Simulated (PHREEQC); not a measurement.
0.82 g of hydrous ferric oxide (600 m²/g; 0.2 weak and 0.005 strong sites per Fe, Dzombak-Morel constants, diffuse double layer) in 1 kg of water with 0.005 mol/kgw of an inert sodium salt, at 25 °C; the pH is set by adding NaOH or the inert anion's acid. O2 is buffered at 0.21 atm. CO2 from the air is kept out. No solid was allowed to form.

All values are PHREEQC results (ion-association model, wateq4f.dat), not measurements.

| pH | surface charge σ (C/m²) | surface potential ψ (mV) |
|---|---|---|
| 4 | 0.186 | 193 |
| 4.5 | 0.133 | 177 |
| 5 | 0.091 | 158 |
| 5.5 | 0.060 | 137 |
| 6 | 0.038 | 114 |
| 6.5 | 0.023 | 89 |
| 7 | 0.013 | 62 |
| 7.5 | 0.006 | 34 |
| 8 | 0.001 | 6 |
| 8.5 | -0.004 | -22 |
| 9 | -0.009 | -50 |
| 9.5 | -0.018 | -77 |
| 10 | -0.031 | -103 |
